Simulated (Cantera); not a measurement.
A perfectly stirred reactor is fed with 7.14 % NO, 92.9 % N₂, at 3000 Pa; it is held at 2073 K, and followed from long to short residence time.

Detailed kinetics in Cantera: GRI-Mech 3.0 (53 species, 325 reactions). Radical loss at walls, strong at low pressure, is not modelled.

Question: Predict: x(NO) at τ = 1.70 s; x(N₂O) at τ = 1.70 s; x(O₂) at τ = 1.70 s; x(O) at τ = 1.70 s; x(NO₂) at τ = 1.70 s; x(NO) at τ = 38.0 ms; x(N₂O) at τ = 38.0 ms; x(O₂) at τ = 38.0 ms; x(O) at τ = 38.0 ms; x(NO₂) at τ = 38.0 ms.

Answer: 
- x(NO) at τ = 1.70 s = 0.0649
- x(N₂O) at τ = 1.70 s = 1.84e-6
- x(O₂) at τ = 1.70 s = 0.00305
- x(O) at τ = 1.70 s = 0.000411
- x(NO₂) at τ = 1.70 s = 2.19e-6
- x(NO) at τ = 38.0 ms = 0.0714
- x(N₂O) at τ = 38.0 ms = 2.04e-6
- x(O₂) at τ = 38.0 ms = 3.56e-6
- x(O) at τ = 38.0 ms = 2.02e-5
- x(NO₂) at τ = 38.0 ms = 1.19e-7
